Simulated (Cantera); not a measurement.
What does this Cantera script print?

```python
import numpy as np
import cantera as ct

gas = ct.Solution("gri30.yaml")


def delay(T, t_max=10):
    gas.TPX = T, 78000, {'C3H8': 1, 'O2': 11.1, 'N2': 60}
    reactor = ct.IdealGasReactor(gas, clone=False)
    net = ct.ReactorNet([reactor])
    net.rtol, net.atol = 1e-8, 1e-16
    while net.time < t_max:
        t_old, T_old = net.time, reactor.T
        net.step()
        if reactor.T > T + 400:  # ignition: a rise of 400 K
            return t_old + (T + 400 - T_old) / (reactor.T - T_old) * (net.time - t_old)
    return np.nan


taus = []
for T in [1100, 1150, 1200, 1250, 1300, 1350, 1400, 1450, 1500]:
    taus.append(delay(T))
    print(f"T0 = {T:6g} K   tau = {taus[-1]:.4e} s")
```

It prints:

```
T0 =   1100 K   tau = 6.9031e-02 s
T0 =   1150 K   tau = 2.1568e-02 s
T0 =   1200 K   tau = 7.2945e-03 s
T0 =   1250 K   tau = 2.7197e-03 s
T0 =   1300 K   tau = 1.1280e-03 s
T0 =   1350 K   tau = 5.2163e-04 s
T0 =   1400 K   tau = 2.6837e-04 s
T0 =   1450 K   tau = 1.5264e-04 s
T0 =   1500 K   tau = 9.5020e-05 s
```

Detailed kinetics in Cantera: GRI-Mech 3.0 (53 species, 325 reactions). GRI-Mech 3.0 was tuned for natural gas; its chemistry of propane as a main component is partial and can be far from experiment.
